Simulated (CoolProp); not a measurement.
A simple Rankine cycle with water: condensing at 316.15 K, boiler at 0.437 MPa, turbine inlet 421.9 K, turbine efficiency 0.9, pump efficiency 0.6, no recuperator. Each further row changes one setting.

Values from CoolProp's reference Helmholtz-energy equation of state, Wagner 2002.

```
case                             thermal efficiency (%)  net work (kJ/kg)  heat in (kJ/kg)  turbine exit temperature (K)  volume ratio over the turbine
-------------------------------  ----------------------  ----------------  ---------------  ----------------------------  -----------------------------
as stated                                          20.5               527             2570                         316.2                              ?
turbine inlet 441.9 K                              20.6               538             2610                         316.2                           32.2
condensing temperature 308.15 K                       ?               572             2600                         308.1                              ?
boiler pressure 0.306 MPa                          18.8               484             2580                         316.2                           23.7
turbine efficiency 0.8                             18.2               468             2570                         316.2                              ?
```

Fill in the missing entries.


- as stated, volume ratio over the turbine: 33.4
- condensing temperature 308.15 K, thermal efficiency (%): 22.0
- condensing temperature 308.15 K, volume ratio over the turbine: 49.4
- turbine efficiency 0.8, volume ratio over the turbine: 34.4

The expansion ends wet for: as stated; turbine inlet 441.9 K; condensing temperature 308.15 K; boiler pressure 0.306 MPa; turbine efficiency 0.8.
